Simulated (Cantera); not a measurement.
# Stirred combustor or abatement burner

A perfectly stirred reactor is fed with 6.18 % CH3OH, 19.7 % O2, 74.1 % N2, equivalence ratio 0.47, at 0.987 atm; it is adiabatic with a 425 K inlet, and is followed from long to short residence time, starting on the burning branch (τ in s: 0.24, 0.076, 0.024, 0.0075, 0.0023, 0.00073, 0.00023, 7.2e-05, 2.2e-05, 7e-06).

Cantera simulation using GRI-Mech 3.0 (53 species, 325 reactions); the numbers are that mechanism's predictions, not measurements. GRI-Mech 3.0 was tuned for natural gas; its chemistry of methanol as a main component is partial and can be far from experiment.

```
τ (s)    T (K)  x CH3OH   x O2     x NO    x HO2      x OH    x NO2      x H
-------  -----  -------  -----  -------  -------  --------  -------  -------
0.24      1577  4.42e-6  0.101  2.51e-6  2.71e-6  0.000462  1.82e-8  3.12e-6
0.076     1573  9.64e-6  0.101  2.23e-6  5.84e-6  0.000637  1.79e-8  8.84e-6
0.024     1566  2.10e-5  0.102  1.66e-6  1.26e-5  0.000862  1.35e-8  2.46e-5
0.0075    1551  4.78e-5  0.102  1.01e-6  2.78e-5   0.00110  8.11e-9  6.44e-5
0.0023     425   0.0618  0.197   <1e-12   <1e-12    <1e-12   <1e-12   <1e-12
0.00073    425   0.0618  0.197   <1e-12   <1e-12    <1e-12   <1e-12   <1e-12
0.00023    425   0.0618  0.197   <1e-12   <1e-12    <1e-12   <1e-12   <1e-12
7.2e-5     425   0.0618  0.197   <1e-12   <1e-12    <1e-12   <1e-12   <1e-12
2.2e-5     425   0.0618  0.197   <1e-12   <1e-12    <1e-12   <1e-12   <1e-12
7.0e-6     425   0.0618  0.197   <1e-12   <1e-12    <1e-12   <1e-12   <1e-12
```
x: mole fraction; the columns are a selection and need not sum to one.
